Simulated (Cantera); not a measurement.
Input: 1 mol Cu, 3 mol F2, 0.81 mol N2, at 0.133 bar.

Method: chemical equilibrium by Gibbs-energy minimisation in Cantera with the NASA 1993 tables (ideal gas, pure condensed phases). Candidate condensed phases: Cu, CuF2; 11 gas species. Kinetics and transport are ignored.

x: gas mole fraction; n: condensed amount in mol.

```json
[
 {"T (K)": "400", "x NF3": "0.903", "x F2": "1.91e-6", "x N2": "0.0971", "x F": "1.66e-10", "n CuF2(s)": "1.00"},
 {"T (K)": "475", "x NF3": "0.903", "x F2": "0.000125", "x N2": "0.0971", "x F": "6.08e-8", "n CuF2(s)": "1.00"},
 {"T (K)": "550", "x NF3": "0.900", "x F2": "?", "x N2": "0.0978", "x F": "?", "n CuF2(s)": "1.00"},
 {"T (K)": "625", "x NF3": "0.871", "x F2": "0.0251", "x N2": "0.104", "x F": "0.000117", "n CuF2(s)": "1.00"},
 {"T (K)": "700", "x NF3": "0.740", "x F2": "0.127", "x N2": "0.131", "x F": "0.00141", "n CuF2(s)": "1.00"},
 {"T (K)": "775", "x NF3": "?", "x F2": "?", "x N2": "?", "x F": "?", "n CuF2(s)": "1.00"},
 {"T (K)": "850", "x NF3": "0.171", "x F2": "0.547", "x N2": "0.247", "x F": "0.0347", "n CuF2(s)": "1.000"}
]
```

Question: What belongs in the gaps?

Answer: 
- 775, x NF3: 0.454
- 775, x F2: 0.346
- 775, x N2: 0.191
- 775, x F: 0.00901
- 550, x F2: 0.00261
- 550, x F: 4.50e-6
